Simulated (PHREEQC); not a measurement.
A made-up water analysis in mg/L, 20 °C, pH 6.91, pe 12.7: Na 0.143; K 0.124; Ca 0.37; Mg 0.128; Cl 0.199; S(6) as SO4 0.864; Alkalinity as HCO3 1.23; N(5) as NO3 0.00053; Sr 0.0576; Cu(2) 0.00164.

Valence states are taken as typed.

Model: ion-association model, wateq4f.dat, run in PHREEQC.

Precipitation was switched off in this run.

Problem. Order these Cu species by the share of Cu that they hold, largest first: CuOH+, CuCO3, CuHCO3+, Cu(OH)2, Cu+2.

Solution. Cu(OH)2 (54 %), Cu+2 (41 %), CuOH+ (3.2 %), CuCO3 (1.4 %), CuHCO3+ (0.40 %)

The pH is 6.91 and the ionic strength 6.59e-5 mol/kgw. The database's constant for dissolved Cu(OH)2 is higher than later reviews accept.
